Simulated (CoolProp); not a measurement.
A single-stage vapour-compression cycle with ethanol: evaporating at 327.15 K (dew point), condensing at 358.15 K (bubble point), superheat 2 K, subcooling 8 K, compressor efficiency 0.75, no pressure losses. Each further row changes one setting.

Computed with CoolProp (reference Helmholtz-energy equation of state, Schroeder 2014).

```csv
case,cooling COP,pressure ratio,discharge temperature (K),refrigerating effect (kJ/kg),volumetric capacity (kJ/m³)
as stated,7.56,3.68,397.8,824,501
evaporating temperature 332.15 K,9.25,2.92,391.0,831,627
condensing temperature 353.15 K,9.11,3.03,387.6,839,510
subcooling 13 K,7.69,3.68,397.8,839,510
superheat 12 K,7.47,3.68,408.3,840,494
compressor efficiency 0.65,6.55,3.68,406.9,824,501
```
